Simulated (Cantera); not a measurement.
An adiabatic, constant-volume homogeneous reactor starts with CH4 : O2 : N2 = 1 : 0.87 : 3.27 (molar parts), at 1425 K and 473 Torr.

Cantera simulation using GRI-Mech 3.0 (53 species, 325 reactions); the numbers are that mechanism's predictions, not measurements.

Q: Predict: time of steepest temperature rise; temperature at 6.00 s; equilibrium temperature; x(O2) at 6.00 s; x(CH2O) at 6.00 s.

A: 
| Quantity | Value |
|---|---|
| time of steepest temperature rise | 5.17 ms |
| temperature at 6.00 s | 2549 K |
| equilibrium temperature | 2549 K |
| x(O2) at 6.00 s | 1.05e-5 (gas-phase equilibrium 1.05e-5) |
| x(CH2O) at 6.00 s | 1.68e-8 (gas-phase equilibrium 1.68e-8) |
